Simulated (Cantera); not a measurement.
Charge: 1 mol trisilylamine, 5.4 mol NH3, 45 mol N2, equilibrated at 1.00 bar.

Equilibrium computed with Cantera from the NASA thermochemical tables; the gas is ideal and each condensed phase is pure. Candidate condensed phases: Si, Si3N4; 18 gas species. The feed counts by its element totals alone. Equilibrium is a limit: real reactors are often held back by kinetics, nucleation or transport. All values below are at 1750 K.

Base state: N2 0.786, H2 0.214, H 0.000108 (mole fractions); condensed: Si3N4(s).

What changes in the equilibrium state with this change: trisilylamine replaced by Si2Cl6?


| species | before | after |
|---|---|---|
| N2 | 0.786 | 0.809 |
| H2 | 0.214 | 0.0978 |
| HCl | 0 | 0.0849 |
| SiCl2 | 0 | 0.00687 |
| SiCl3 | 0 | 0.00118 |
| SiCl4 | 0 | 0.000360 |
| SiHCl3 | 0 | 9.18e-5 |
| Si3N4(s), mol | 1.000 | 0.503 |
The tables' values for SiCl3 are old estimates; treat these amounts as uncertain. Further candidate phases: NH4Cl.

What changes in the equilibrium state with this change: pressure from 1.00 bar to 2.40 mbar?


```tsv
species	before	after
N2	0.786	0.791
H2	0.214	0.206
H	0.000108	0.00215
Si	4.29e-8	0.000625
Si2N	<1e-9	2.39e-5
SiN	1.96e-8	1.41e-5
SiH	2.63e-8	1.84e-5
Si3N4(s), mol	1.000	0
Si(l), mol	0	2.96
```
The tables' values for SiN are old estimates; treat these amounts as uncertain.
